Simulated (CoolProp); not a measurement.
Vapour-liquid equilibrium of carbon dioxide (1) + propane (2) at 9.73 bar; x and y are mole fractions of (1).

Model: multi-fluid Helmholtz-energy mixture model, Span 1996 and Lemmon 2009; pair parameters Kunz 2012, in CoolProp.

```json
[
 {"x": "0.05", "bubble temperature (K)": "285.7", "y at the bubble point": "0.289", "dew temperature at overall composition x (K)": "296.8", "liquid density (mol/L)": "11.78"},
 {"x": "0.2", "bubble temperature (K)": "257.7", "y at the bubble point": "0.721", "dew temperature at overall composition x (K)": "290.0", "liquid density (mol/L)": "13.48"},
 {"x": "0.35", "bubble temperature (K)": "244.9", "y at the bubble point": "0.844", "dew temperature at overall composition x (K)": "282.6", "liquid density (mol/L)": "14.92"},
 {"x": "0.5", "bubble temperature (K)": "239.4", "y at the bubble point": "0.888", "dew temperature at overall composition x (K)": "274.0", "liquid density (mol/L)": "16.39"},
 {"x": "0.65", "bubble temperature (K)": "236.7", "y at the bubble point": "0.910", "dew temperature at overall composition x (K)": "263.7", "liquid density (mol/L)": "18.15"},
 {"x": "0.8", "bubble temperature (K)": "234.9", "y at the bubble point": "0.932", "dew temperature at overall composition x (K)": "250.0", "liquid density (mol/L)": "20.51"},
 {"x": "0.95", "bubble temperature (K)": "232.9", "y at the bubble point": "0.974", "dew temperature at overall composition x (K)": "233.8", "liquid density (mol/L)": "23.95"}
]
```

No azeotrope shows between x = 0.05 and 0.95.

The pair parameters rest on a limited set of measurements; away from them the model extrapolates. With so large a gap from Raoult's law the liquid may split in two, which this calculation doesn't test in full.
